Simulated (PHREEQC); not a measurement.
Consider water at 85 °C with 0.16 mol CuSO4, 0.0081 mol HCl and 0.0023 mol Na2SO4 per kg of water. Closed to the air; pH follows from the charge balance.

The numbers come from PHREEQC with the ion-association model, phreeqc.dat.

This is a speciation only: nothing precipitates in the calculation.

Task: Order these Cl species by the share of Cl that they hold, largest first: Cl-, CuCl2, CuCl+.

Result: Cl- (63 %), CuCl+ (37 %), CuCl2 (0.14 %)

The pH is 3.15 and the ionic strength 0.313 mol/kgw. Complexes and solids missing from the database can't appear. At this temperature some constants are extrapolated from 25 °C, and those without enthalpy data are left unchanged.
